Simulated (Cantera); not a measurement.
A freely propagating, adiabatic, planar premixed flame of 10.1 % CO, 0.587 % H2, 9.21 % CH4, 21.7 % O2, 58.4 % N2, equivalence ratio 1.1, unburnt at 625 K and 100000 Pa; mixture-averaged transport, grid criteria slope 0.08 and curve 0.16, no radiation.

Computed with Cantera and GRI-Mech 3.0 (53 species, 325 reactions). Burning velocities carry a grid error of a few per cent, more on coarse grids.

x: mole fraction of selected species; z is measured from the peak of heat release.

```csv
z (mm),T (K),u (m/s),x CO,x H2,x CH4,x HCN,x H,x H2O2
-0.687,625,2.56,0.101,0.00622,0.0921,<1e-8,<1e-8,<1e-8
-0.458,625,2.56,0.101,0.00727,0.0920,<1e-8,<1e-8,[?]
-0.344,627,2.57,0.101,0.00896,0.0917,<1e-8,9.65e-8,[?]
-0.229,650,2.68,0.101,0.0132,0.0901,<1e-8,8.02e-6,[?]
-0.115,951,3.97,0.105,0.0232,0.0730,2.29e-7,0.000478,[?]
-0.0573,1382,5.85,0.117,0.0293,0.0441,9.35e-7,0.00219,[?]
0,1827,7.81,0.132,0.0307,0.0126,2.50e-6,0.00688,[?]
0.0573,2036,8.71,0.129,0.0254,0.00136,2.69e-6,0.0127,[?]
0.115,2096,8.92,0.115,0.0216,7.56e-5,1.27e-6,0.0164,[?]
0.229,2151,9.07,0.0962,0.0211,2.09e-7,1.64e-7,0.0185,[?]
0.458,2219,9.29,0.0856,0.0214,<1e-8,<1e-8,0.0174,[?]
0.916,2308,9.60,0.0815,0.0201,<1e-8,<1e-8,0.0138,[?]
1.83,2413,9.96,0.0774,0.0179,<1e-8,<1e-8,0.00988,[?]
```

Question: What belongs in the gaps?

Answer: 
- -0.458, x H2O2: 5.23e-8
- -0.344, x H2O2: 3.79e-7
- -0.229, x H2O2: 3.43e-6
- -0.115, x H2O2: 1.12e-5
- -0.0573, x H2O2: 8.00e-6
- 0, x H2O2: 1.71e-6
- 0.0573, x H2O2: 5.23e-7
- 0.115, x H2O2: 3.07e-7
- 0.229, x H2O2: 2.59e-7
- 0.458, x H2O2: 2.16e-7
- 0.916, x H2O2: 1.78e-7
- 1.83, x H2O2: 1.55e-7
